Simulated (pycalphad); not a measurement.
All values are pycalphad results on the COST 507 light-alloy database (1999) (1 atm), not direct measurements. The database dates from 1999; later assessments differ in places, in temperatures and in the compounds included. Kinetics are ignored, which matters at the lower temperatures.

Molar enthalpy of Zr-90.1Si (at.%) in equilibrium (SER reference):

```csv
T (K),H (kJ/mol),phases
2800,98.90,liquid
2600,93.16,liquid
2400,87.43,liquid
2200,81.69,liquid
2000,75.96,liquid
1900,73.11,liquid
1800,70.26,liquid
1600,16.79,diamond (Si) + SI2ZR
1500,13.91,diamond (Si) + SI2ZR
1400,11.08,diamond (Si) + SI2ZR
1200,5.55,diamond (Si) + SI2ZR
1000,0.21,diamond (Si) + SI2ZR
800,-4.94,diamond (Si) + SI2ZR
600,-9.88,diamond (Si) + SI2ZR
```

Cooling from 1800 K to 1600 K, across the freezing range, releases 53.5 kJ/mol, or 1560 J/g. The slope is 28 J/(mol K) in the liquid and 29 J/(mol K) just below the solidus, where it includes any heat of precipitation. Liquidus 1725 K, solidus 1635 K. Changes were sought between steps of 100 K, so a narrower field can be missed.

Database names, with the compositions (at.%) that they take in these runs: SI2ZR: Si 67 Zr 33.
